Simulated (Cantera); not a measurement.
## Premixed flame

A freely propagating, adiabatic, planar premixed flame of 31.6 % H2, 14.4 % O2, 54.0 % N2, equivalence ratio 1.1, unburnt at 398 K and 750 Torr; mixture-averaged transport, grid criteria slope 0.08 and curve 0.16, no radiation.

Model: the H2/O2 subset of GRI-Mech 3.0, which has no nitrogen chemistry, integrated in Cantera. Burning velocities carry a grid error of a few per cent, more on coarse grids.

| z (mm) | T (K) | u (m/s) | x H2 | x O2 | x OH | x H2O | x H2O2 | x H |
|---|---|---|---|---|---|---|---|---|
| -1.18 | 398 | 3.97 | 0.316 | 0.144 | <1e-8 | <1e-8 | <1e-8 | <1e-8 |
| -0.788 | 398 | 3.97 | 0.316 | 0.144 | <1e-8 | <1e-8 | <1e-8 | <1e-8 |
| -0.591 | 398 | 3.97 | 0.316 | 0.144 | <1e-8 | <1e-8 | <1e-8 | <1e-8 |
| -0.394 | 398 | 3.97 | 0.316 | 0.144 | <1e-8 | 1.01e-7 | <1e-8 | <1e-8 |
| -0.197 | 407 | 4.04 | 0.312 | 0.145 | 4.66e-6 | 0.000161 | 2.95e-6 | 2.65e-6 |
| -0.0984 | 646 | 6.22 | 0.277 | 0.141 | 0.00104 | 0.0172 | 7.43e-5 | 0.00286 |
| 0 | 1143 | 10.6 | 0.180 | 0.107 | 0.00257 | 0.0990 | 9.59e-6 | 0.0284 |
| 0.0984 | 1485 | 13.6 | 0.0886 | 0.0485 | 0.00796 | 0.204 | 3.44e-6 | 0.0538 |
| 0.197 | 1651 | 15.0 | 0.0610 | 0.0261 | 0.0116 | 0.243 | 2.05e-6 | 0.0553 |
| 0.394 | 1815 | 16.4 | 0.0560 | 0.0186 | 0.0143 | 0.259 | 1.06e-6 | 0.0448 |
| 0.788 | 1976 | 17.6 | 0.0546 | 0.0147 | 0.0154 | 0.271 | 5.56e-7 | 0.0325 |
| 1.58 | 2126 | 18.7 | 0.0513 | 0.0110 | 0.0151 | 0.284 | 3.28e-7 | 0.0219 |
| 3.15 | 2255 | 19.7 | 0.0466 | 0.00761 | 0.0134 | 0.298 | 2.19e-7 | 0.0139 |
x: mole fraction of selected species; z is measured from the peak of heat release.

The laminar burning velocity is 397 cm/s. The thermal thickness is 0.394 mm. The peak x(OH) comes out as 0.0155. The peak x(H2O2) is 7.43e-5 and the peak x(H) is 0.0565. The grid points is 118.
